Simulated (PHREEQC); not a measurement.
BaCl2 is added in steps, without added water, to 1 kg of water holding 0.029 mol LiOH, at 25 °C. O2 is buffered at 0.21 atm. CO2 is held at log p = -3.4 (atm). Solids allowed: Witherite. Others were left out.

Base run: PHREEQC, ion-association model, phreeqc.dat. Each further column changes one thing. The table gives C in solution (mol/kgw).

```
BaCl2 added (mol)      base  database wateq4f.dat  metal-ligand complexes left out  Debye-Hückel limiting law  Davies equation for every ion
-----------------  --------  --------------------  -------------------------------  -------------------------  -----------------------------
0                    0.0246                0.0246                           0.0246                     0.0243                         0.0246
0.0044               0.0177                0.0177                           0.0177                     0.0176                         0.0177
0.0077               0.0123                0.0123                           0.0123                          …                         0.0123
0.0121              0.00469               0.00469                          0.00469                    0.00470                        0.00469
0.0165             0.000679              0.000673                         0.000670                          …                       0.000683
0.0198             0.000473              0.000467                         0.000460                   0.000563                       0.000475
0.0242             0.000382              0.000377                         0.000366                   0.000474                       0.000383
0.0275             0.000347              0.000343                         0.000329                          …                       0.000348
0.0319             0.000319              0.000314                                …                   0.000422                       0.000319
0.0363             0.000300              0.000295                         0.000277                   0.000410                       0.000299
0.0396             0.000289              0.000285                         0.000266                   0.000406                       0.000288
0.044              0.000278              0.000274                                …                   0.000403                       0.000276
```

### Question
Some entries are withheld; supply them.

### Answer

- 0.0077, Debye-Hückel limiting law: 0.0122
- 0.0165, Debye-Hückel limiting law: 0.000781
- 0.0275, Debye-Hückel limiting law: 0.000443
- 0.0319, metal-ligand complexes left out: 0.000298
- 0.044, metal-ligand complexes left out: 0.000253

 phreeqc.dat and wateq4f.dat share most of their constants, so their agreement is no independent check.
